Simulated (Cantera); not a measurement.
Charge: 1 mol SiCl4, 9.7 mol N2, 0.25 mol H2, at 1352 °C and 7.50 Torr.

Equilibrium computed with Cantera from the NASA thermochemical tables; the gas is ideal and each condensed phase is pure. Candidate condensed phases: NH4Cl, Si, Si3N4; 28 gas species. The tables' values for SiCl3 are old estimates; treat these amounts as uncertain. Kinetics and transport are ignored.

Base state: N2 0.861, SiCl4 0.0542, HCl 0.0443, SiCl3 0.0190, SiCl2 0.0155, Cl 0.00573, Cl2 2.03e-5, H2 1.85e-5 (mole fractions); condensed: gas only.

What changes in the equilibrium state with this change: H2 from 0.25 to 13 mol?


```csv
species,before,after
H2,1.85e-5,0.474
N2,0.861,0.386
HCl,0.0443,0.115
SiCl4,0.0542,2.15e-5
SiCl3,0.0190,0.000467
SiCl2,0.0155,0.0236
Cl2,2.03e-5,5.32e-9
H,3.03e-6,0.000486
"Si3N4(s), mol",0,0.137
```
The tables' values for SiCl3, SiCl are old estimates; treat these amounts as uncertain.

What changes in the equilibrium state with this change: SiCl4 replaced by SiH4?


```json
[
 {"species": "N2", "before": "0.861", "after": "0.800"},
 {"species": "H2", "before": "1.85e-5", "after": "0.199"},
 {"species": "H", "before": "3.03e-6", "after": "0.000315"},
 {"species": "SiCl4", "before": "0.0542", "after": "0"},
 {"species": "HCl", "before": "0.0443", "after": "0"},
 {"species": "SiCl3", "before": "0.0190", "after": "0"},
 {"species": "SiCl2", "before": "0.0155", "after": "0"},
 {"species": "Cl", "before": "0.00573", "after": "0"},
 {"species": "Cl2", "before": "2.03e-5", "after": "0"},
 {"species": "Si3N4(s), mol", "before": "0", "after": "0.333"}
]
```
